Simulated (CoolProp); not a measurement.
Aqueous methanol as a coolant, at 29 °C, 1 atm.

Computed with CoolProp (Melinder's fits for secondary coolants).

```
mass %  freezing point (°C)  density (kg/m³)  Prandtl number  conductivity (W/(m K))  viscosity (mPa s)
------  -------------------  ---------------  --------------  ----------------------  -----------------
1.6                    -0.9            993.1            5.87                   0.603              0.848
6.4                    -3.9            984.8            6.97                   0.572              0.953
11.2                   -7.5            977.1            8.14                   0.543               1.06
16                    -11.4            969.6            9.34                   0.515               1.16
20.8                  -15.8            962.0            10.5                   0.488               1.25
25.6                  -20.7            954.3            11.7                   0.462               1.33
30.4                  -26.2            946.3            12.7                   0.437               1.38
35.1                  -32.0            938.1            13.5                   0.413               1.41
39.9                  -38.6            929.4            14.0                   0.391               1.42
44.7                  -45.8            920.3            14.4                   0.370               1.41
49.5                  -53.6            910.7            14.4                   0.350               1.38
54.3                  -62.1            900.7            14.3                   0.332               1.34
```
